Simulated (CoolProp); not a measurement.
Saturated liquid density (kg/m³) of neopentane: the reference equation beside estimates from Tc = 433.7 K, pc = 3196 kPa, ω = 0.196. Rackett uses Z = 0.29056 − 0.08775 ω.

The numbers come from the reference Helmholtz-energy equation of state, Lemmon 2006 in CoolProp. It is a short technical equation, of lower accuracy than the large ones.

```json
[
 {"T (K)": "288.5", "reference": "594.9", "Rackett": "604.2", "van der Waals": "375.7", "Peng-Robinson": "636.5"},
 {"T (K)": "292.7", "reference": "590.4", "Rackett": "599.4", "van der Waals": "372.8", "Peng-Robinson": "631.2"},
 {"T (K)": "296.9", "reference": "585.8", "Rackett": "594.6", "van der Waals": "369.8", "Peng-Robinson": "625.8"},
 {"T (K)": "301.2", "reference": "581.0", "Rackett": "589.6", "van der Waals": "366.8", "Peng-Robinson": "620.1"},
 {"T (K)": "305.4", "reference": "576.3", "Rackett": "584.6", "van der Waals": "363.7", "Peng-Robinson": "614.4"},
 {"T (K)": "309.7", "reference": "571.3", "Rackett": "579.4", "van der Waals": "360.5", "Peng-Robinson": "608.4"},
 {"T (K)": "313.9", "reference": "566.4", "Rackett": "574.3", "van der Waals": "357.3", "Peng-Robinson": "602.4"},
 {"T (K)": "318.2", "reference": "561.3", "Rackett": "569.0", "van der Waals": "353.9", "Peng-Robinson": "596.0"},
 {"T (K)": "322.4", "reference": "556.3", "Rackett": "563.7", "van der Waals": "350.6", "Peng-Robinson": "589.6"},
 {"T (K)": "326.7", "reference": "551.0", "Rackett": "558.1", "van der Waals": "347.1", "Peng-Robinson": "582.8"},
 {"T (K)": "330.9", "reference": "545.7", "Rackett": "552.7", "van der Waals": "343.7", "Peng-Robinson": "576.0"},
 {"T (K)": "335.2", "reference": "540.2", "Rackett": "546.9", "van der Waals": "340.0", "Peng-Robinson": "568.9"},
 {"T (K)": "339.4", "reference": "534.7", "Rackett": "541.2", "van der Waals": "336.4", "Peng-Robinson": "561.6"},
 {"T (K)": "343.7", "reference": "528.9", "Rackett": "535.2", "van der Waals": "332.6", "Peng-Robinson": "554.0"}
]
```

Absolute difference from the reference over all 14 rows, mean and median: Rackett 1.4 and 1.4 %, van der Waals 37.0 and 36.9 %, Peng-Robinson 6.1 and 6.3 %.
